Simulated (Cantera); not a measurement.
# Moist CO burnout

An isothermal, constant-pressure homogeneous reactor starts with 0.964 % CO, 2.41 % O₂, 0.183 % H₂O, 96.4 % N₂, equivalence ratio 0.20, at 1273 K and 6.51 atm.

Model: GRI-Mech 3.0 (53 species, 325 reactions), integrated in Cantera.

```csv
t (s),x CO,x O₂,x H₂O,x H,x H₂
0.000400,0.00964,0.0241,0.00183,7.81e-9,3.29e-9
0.000772,0.00963,0.0241,0.00183,1.21e-7,9.06e-8
0.00149,0.00917,0.0239,0.00182,1.37e-6,6.07e-6
0.00288,0.00765,0.0231,0.00182,1.38e-6,1.05e-5
0.00556,0.00546,0.0220,0.00182,9.65e-7,8.04e-6
0.0107,0.00311,0.0209,0.00183,5.06e-7,4.68e-6
0.0207,0.00130,0.0200,0.00183,1.81e-7,1.90e-6
0.0400,0.000378,0.0196,0.00184,4.26e-8,4.96e-7
0.0772,6.94e-5,0.0194,0.00184,6.34e-9,8.28e-8
0.149,7.74e-6,0.0194,0.00184,5.87e-10,1.06e-8
0.288,5.70e-7,0.0194,0.00184,6.16e-11,1.69e-9
0.556,2.66e-8,0.0194,0.00184,1.37e-11,5.50e-10
1.07,3.18e-9,0.0194,0.00184,5.45e-12,3.04e-10
2.07,2.41e-9,0.0194,0.00184,4.65e-12,2.76e-10
4.00,2.40e-9,0.0194,0.00184,4.64e-12,2.76e-10
```
x: mole fraction; the columns are a selection and need not sum to one.

Equilibrium at this temperature and pressure: CO 2.41e-9, O₂ 0.0193, H₂O 0.00184, H 4.64e-12, H₂ 2.76e-10 (gas phase only).
